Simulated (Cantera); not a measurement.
Feed: 1 mol BN, 6.9 mol HF, equilibrated at 725 K and 10000 Pa.

These are equilibrium values from Cantera (NASA tables, ideal gas, pure condensed phases), not measurements of a reactor. Candidate condensed phases: B, BN; 31 gas species. Rates play no part.

Base state: HF 0.565, H₂ 0.217, BF₃ 0.145, N₂ 0.0725, NH₃ 1.87e-5 (mole fractions); condensed: gas only.

Q: What changes in the equilibrium state with this change: temperature from 725 K to 2173 K?

A: 
```tsv
species	before	after
HF	0.565	0.574
H₂	0.217	0.204
BF₃	0.145	0.130
BF₂	<1e-9	0.0126
N₂	0.0725	0.0717
H	<1e-9	0.00689
BHF₂	1.03e-9	0.000711
BF	<1e-9	0.000608
F	<1e-9	1.52e-5
NH₃	1.87e-5	3.81e-8
```
The tables' values for BF₂ are old estimates; treat these amounts as uncertain.
